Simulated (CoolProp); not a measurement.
c-C4F8 (RC318) along the isotherm 500 K: fugacity coefficient from the reference equation and from simpler models built on Tc = 388.4 K, pc = 2778 kPa, ω = 0.355; each cubic takes its own stable root.

Computed with CoolProp (reference Helmholtz-energy equation of state, Platzer 1990). This equation is an older, rougher fit; its heat capacities, sound speeds and derivatives of the liquid may be far off and weren't checked against measurements.

```csv
p (kPa),phase,reference
43.9,gas,0.9980
99.9,gas,0.9954
227,gas,0.9895
518,gas,0.9761
1180,gas,0.9463
2680,gas,0.8817
6100,supercritical,0.7547
13900,supercritical,0.6046
```

Problem. How far does each simpler model (van der Waals, Redlich-Kwong, Soave-Redlich-Kwong, Peng-Robinson) lie from the reference over these 8 states: mean and median of the absolute difference, and the worst?

Solution. 
- van der Waals: mean 3.5 %, median 0.9 %, worst -12.6 % at 500 K and 13900 kPa
- Redlich-Kwong: mean 2.9 %, median 0.9 %, worst -10.9 % at 500 K and 13900 kPa
- Soave-Redlich-Kwong: mean 1.3 %, median 0.2 %, worst +7.0 % at 500 K and 13900 kPa
- Peng-Robinson: mean 1.0 %, median 0.7 %, worst -2.6 % at 500 K and 6100 kPa
